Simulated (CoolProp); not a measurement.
Tetradecamethylhexasiloxane (MD4M) at several states: Z from the reference equation and from simpler models built on Tc = 653.2 K, pc = 0.8286 MPa, ω = 0.800; each cubic takes its own stable root.

Computed with CoolProp (reference Helmholtz-energy equation of state, Thol 2019).

```tsv
T (K)	p (MPa)	phase	reference	van der Waals	Redlich-Kwong	Peng-Robinson
422.5	3.32	liquid	0.5607	0.9601	0.6752	0.5620
295.5	0.191	liquid	0.04012	0.07557	0.05085	0.04294
372.4	0.132	liquid	0.02402	0.04435	0.03005	0.02469
```
